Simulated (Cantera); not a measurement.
A perfectly stirred reactor is fed with 37.1 % H₂, 13.2 % O₂, 49.7 % N₂, equivalence ratio 1.4, at 1580 Torr; it is adiabatic with a 600 K inlet, and is followed from long to short residence time, starting on the burning branch (τ in s: 0.073, 0.03, 0.012, 0.005, 0.002, 0.00083, 0.00034, 0.00014, 5.7e-05).

Model: the H2/O2 subset of GRI-Mech 3.0, which has no nitrogen chemistry, integrated in Cantera. The hydrogen kinetics of GRI-Mech 3.0 are dated; newer H2 mechanisms differ, most at raised pressure.

x: mole fraction; the columns are a selection and need not sum to one.

```json
[
 {"τ (s)": "0.073", "T (K)": "2499", "x H₂": "0.120", "x O₂": "0.000123", "x H": "0.00636", "x OH": "0.00327", "x H₂O₂": "(withheld)"},
 {"τ (s)": "0.030", "T (K)": "2495", "x H₂": "0.120", "x O₂": "0.000146", "x H": "0.00672", "x OH": "0.00344", "x H₂O₂": "(withheld)"},
 {"τ (s)": "0.012", "T (K)": "2487", "x H₂": "0.120", "x O₂": "0.000199", "x H": "0.00755", "x OH": "0.00382", "x H₂O₂": "(withheld)"},
 {"τ (s)": "0.0050", "T (K)": "2471", "x H₂": "0.120", "x O₂": "0.000310", "x H": "0.00916", "x OH": "0.00455", "x H₂O₂": "(withheld)"},
 {"τ (s)": "0.0020", "T (K)": "2440", "x H₂": "0.119", "x O₂": "0.000550", "x H": "0.0122", "x OH": "0.00582", "x H₂O₂": "(withheld)"},
 {"τ (s)": "0.00083", "T (K)": "2391", "x H₂": "0.119", "x O₂": "0.00100", "x H": "0.0170", "x OH": "0.00758", "x H₂O₂": "(withheld)"},
 {"τ (s)": "0.00034", "T (K)": "2316", "x H₂": "0.118", "x O₂": "0.00185", "x H": "0.0243", "x OH": "0.00971", "x H₂O₂": "(withheld)"},
 {"τ (s)": "0.00014", "T (K)": "2210", "x H₂": "0.116", "x O₂": "0.00330", "x H": "0.0345", "x OH": "0.0117", "x H₂O₂": "(withheld)"},
 {"τ (s)": "5.7e-5", "T (K)": "2070", "x H₂": "0.115", "x O₂": "0.00561", "x H": "0.0481", "x OH": "0.0128", "x H₂O₂": "(withheld)"}
]
```

**Question.** What belongs in the gaps?

**Answer.** 
- 0.073, x H₂O₂: 3.45e-8
- 0.030, x H₂O₂: 3.83e-8
- 0.012, x H₂O₂: 4.71e-8
- 0.0050, x H₂O₂: 6.45e-8
- 0.0020, x H₂O₂: 9.75e-8
- 0.00083, x H₂O₂: 1.47e-7
- 0.00034, x H₂O₂: 2.22e-7
- 0.00014, x H₂O₂: 3.42e-7
- 5.7e-5, x H₂O₂: 5.77e-7
